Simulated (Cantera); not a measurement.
Input: 1 mol PbO, 2.5 mol CO, 91 mol H₂, equilibrated at 675 °C and 1.40 mbar.

Cantera equilibrium calculation (NASA polynomials, part measured and part estimated; ideal gas, pure solids and liquids). Candidate condensed phases: C, C₆H₆, C₇H₈, C₈H₁₈, H₂O, Pb, PbO, PbO₂, Pb₃O₄; 113 gas species. The numbers say what is thermodynamically allowed, not how fast it happens.

Base state: H₂ 0.960, CO 0.0261, H₂O 0.0102, Pb 0.00343, CO₂ 0.000500 (mole fractions); condensed: Pb(l).

Question: What changes in the equilibrium state with this change: H₂ from 91 to 0.13 mol?

Answer: 
```csv
species,before,after
CO,0.0261,0.581
CO₂,0.000500,0.366
H₂,0.960,0.0365
H₂O,0.0102,0.0127
Pb,0.00343,0.00343
"Pb(l), mol",0.678,0.991
```

Question: What changes in the equilibrium state with this change: temperature from 675 °C to 1225 °C?

Answer: 
```csv
species,before,after
H₂,0.960,0.952
CO,0.0261,0.0263
Pb,0.00343,0.0106
H,1.38e-8,0.000449
H₂O,0.0102,0.0105
CO₂,0.000500,0.000112
"Pb(l), mol",0.678,0
```
